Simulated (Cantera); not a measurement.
Input: 1 mol TiCl4, 4.2 mol CH4, held at 0.100 bar.

Method: chemical equilibrium by Gibbs-energy minimisation in Cantera with the NASA 1993 tables (ideal gas, pure condensed phases). Candidate condensed phases: C, C6H6, C7H8, C8H18, Ti, TiC, TiCl2, TiCl3, TiCl4; 96 gas species. TiC: taken at fixed stoichiometry. Rates play no part.

**Question.** At 1073 K, list the 5 most abundant gas species with their mole fractions, and the condensed phases.

**Answer.** H2 0.776, HCl 0.156, TiCl4 0.0588, TiCl3 0.00603, CH4 0.00277. Condensed: C(graphite) + TiC(s).
